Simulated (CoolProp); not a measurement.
Vapour-liquid equilibrium of R22 (1) + n-pentane (2) at -28.35 °C; x and y are mole fractions of (1).

The numbers come from the multi-fluid Helmholtz-energy mixture model, Kamei 1995 and Thol 2019; pair parameters Bell 2016 in CoolProp.

Question: Give the bubble pressure and the first vapour's composition at x = 0.575, 0.725, 0.875. Is there an azeotrope?

Answer: x = 0.575: 1.318 bar, y = 0.972; x = 0.725: 1.440 bar, y = 0.978; x = 0.875: 1.586 bar, y = 0.987. No azeotrope shows between x = 0.05 and 0.95.

The pair parameters rest on a limited set of measurements; away from them the model extrapolates. With so large a gap from Raoult's law the liquid may split in two, which this calculation doesn't test in full.
